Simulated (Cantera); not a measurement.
A closed system holds: 1 mol CCl4, 0.52 mol Si, equilibrated at 900 K and 75.0 Torr.

Method: chemical equilibrium by Gibbs-energy minimisation in Cantera with the NASA 1993 tables (ideal gas, pure condensed phases). Gases not in the tables: chlorinated aromatics. Equilibrium is a limit: real reactors are often held back by kinetics, nucleation or transport.

| species | before | after |
|---|---|---|
| Cl2 | 0.647 | 0.991 |
| SiCl4 | 0.352 | 0.00656 |
| CCl4 | 0.000952 | 0.00223 |
| Cl | 0.000188 | 0.000233 |
| C(graphite), mol | 0.999 | 0.996 |
Gas species are given as mole fractions.

Task: What was changed between the two runs?
A. pressure from 75.0 Torr to 0.0420 Torr
B. Si from 0.52 to 0.062 mol
C. Si from 0.52 to 0.042 mol
D. Si from 0.52 to 0.013 mol

Result: D, Si from 0.52 to 0.013 mol
